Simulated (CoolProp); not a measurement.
Values from CoolProp's reference Helmholtz-energy equation of state, Lemmon 2016.

Problem. Give the vapour pressure (MPa), liquid density (kg/m³), liquid cp (kJ/(kg K)), vapour Z of saturated R115 at 223, 273, 313 K.

Solution. 
```
T (K)  p (MPa)  liquid density (kg/m³)  liquid cp (kJ/(kg K))  vapour Z
-----  -------  ----------------------  ---------------------  --------
223     0.0604                    1580                  0.916     0.971
273      0.439                    1400                   1.02     0.878
313       1.31                    1210                   1.20     0.730
```
